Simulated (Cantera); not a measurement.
# Adiabatic ignition

An adiabatic, constant-pressure homogeneous reactor starts with CO : H2 : CH4 : O2 : N2 : CO2 = 1 : 0.047 : 0.032 : 0.744 : 2.8 : 0.033 (molar parts), equivalence ratio 0.79, at 1798 K and 0.247 atm.

Computed with Cantera and GRI-Mech 3.0 (53 species, 325 reactions).

```csv
t (s),T (K),x CO,x H2,x CH4,x CH2,x H2O,x H
6.00e-6,1798,0.215,0.0101,0.00687,7.43e-12,3.63e-7,6.97e-7
1.40e-5,1798,0.215,0.0101,0.00687,1.61e-10,3.47e-6,2.49e-6
3.27e-5,1798,0.215,0.0101,0.00682,1.07e-8,4.54e-5,1.76e-5
7.63e-5,1820,0.213,0.00889,0.00415,8.52e-6,0.00348,0.00134
0.000178,1959,0.152,0.00201,<1e-12,<1e-12,0.00947,0.0176
0.000416,2047,0.132,0.00219,<1e-12,<1e-12,0.00772,0.0202
0.000971,2176,0.128,0.00225,<1e-12,<1e-12,0.00951,0.0158
0.00227,2366,0.120,0.00214,<1e-12,<1e-12,0.0120,0.0104
0.00529,2576,0.107,0.00184,<1e-12,<1e-12,0.0146,0.00604
0.0124,2673,0.0985,0.00166,<1e-12,<1e-12,0.0160,0.00439
0.0288,2676,0.0978,0.00166,<1e-12,<1e-12,0.0162,0.00426
0.0673,2676,0.0978,0.00166,<1e-12,<1e-12,0.0162,0.00426
0.157,2676,0.0978,0.00166,<1e-12,<1e-12,0.0162,0.00426
0.367,2676,0.0978,0.00166,<1e-12,<1e-12,0.0162,0.00426
0.857,2676,0.0978,0.00166,<1e-12,<1e-12,0.0162,0.00426
2.00,2676,0.0978,0.00166,<1e-12,<1e-12,0.0162,0.00426
```
x: mole fraction; the columns are a selection and need not sum to one.

The time of steepest temperature rise comes out as 85.6 µs and the temperature at 2.00 s is 2676 K. The equilibrium temperature is 2676 K, the x(CO) at 2.00 s comes out as 0.0978 (gas-phase equilibrium 0.0978) and the x(H2) at 2.00 s comes out as 0.00166 (gas-phase equilibrium 0.00166). The x(CH4) at 2.00 s comes out as <1e-12 (gas-phase equilibrium <1e-12).
